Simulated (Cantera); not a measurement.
Charge: 1 mol Ti(OiPr)4, 17 mol H2O, equilibrated at 1150 K and 0.133 bar.

These are equilibrium values from Cantera (NASA tables, ideal gas, pure condensed phases), not measurements of a reactor. Candidate condensed phases: C, C6H6, C7H8, C8H18, H2O, Ti, TiC, TiO, TiO2, Ti2O3, Ti3O5, Ti4O7; 113 gas species. The feed counts by its element totals alone. Gases not in the tables: TiO(OH)2. Rates play no part.

Base state: H2 0.599, CO 0.238, H2O 0.122, CO2 0.0408 (mole fractions); condensed: TiO2(rutile).

Question: What changes in the equilibrium state with this change: temperature from 1150 K to 1350 K?

Answer: 
```csv
species,before,after
H2,0.599,0.587
CO,0.238,0.250
H2O,0.122,0.134
CO2,0.0408,0.0290
"TiO2(rutile), mol",1.00,1.00
```
